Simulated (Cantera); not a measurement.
A jet of CH4 : O2 : N2 = 0.019 : 0.19 : 0.79 (molar parts) at 300 K and 0.375 atm hits a platinum plate 4.1 cm away at a mass flux of 0.07 kg/m²/s; the plate temperature is set and raised in steps from an oxygen-covered start.

Detailed kinetics in Cantera: Deutschmann's 1995 Pt surface mechanism with GRI-Mech 3.0 gas chemistry. Catalytic surfaces can have several steady states; this one follows from the mechanism file's or the stated starting coverage.

x: mole fraction at the wall; θ: surface coverage.

| plate T (K) | wall x CH4 | wall x O2 | wall x H2O | wall x OH | wall x CO | wall x CO2 | θ free Pt | θ O* | θ OH* |
|---|---|---|---|---|---|---|---|---|---|
| 850 | 0.0160 | 0.184 | 0.00573 | <1e-8 | 3.29e-6 | 0.00374 | 0.0743 | 0.925 | 0.00102 |
| 900 | [?] | 0.176 | [?] | [?] | 3.66e-6 | [?] | [?] | 0.882 | [?] |
| 950 | 0.00882 | 0.168 | 0.0190 | 4.99e-8 | 3.55e-6 | 0.0124 | 0.167 | 0.831 | 0.00172 |
| 1000 | [?] | 0.162 | [?] | [?] | [?] | [?] | [?] | 0.775 | 0.00180 |
| 1050 | 0.00412 | 0.159 | 0.0275 | 3.32e-7 | 2.89e-6 | 0.0181 | 0.281 | 0.717 | 0.00175 |

**Question.** Fill in the missing entries.

**Answer.** 
- 900, wall x CH4: 0.0125
- 900, wall x H2O: 0.0122
- 900, wall x OH: 1.57e-8
- 900, wall x CO2: 0.00796
- 900, θ free Pt: 0.117
- 900, θ OH*: 0.00145
- 1000, wall x CH4: 0.00599
- 1000, wall x H2O: 0.0242
- 1000, wall x OH: 1.37e-7
- 1000, wall x CO: 3.21e-6
- 1000, wall x CO2: 0.0159
- 1000, θ free Pt: 0.223
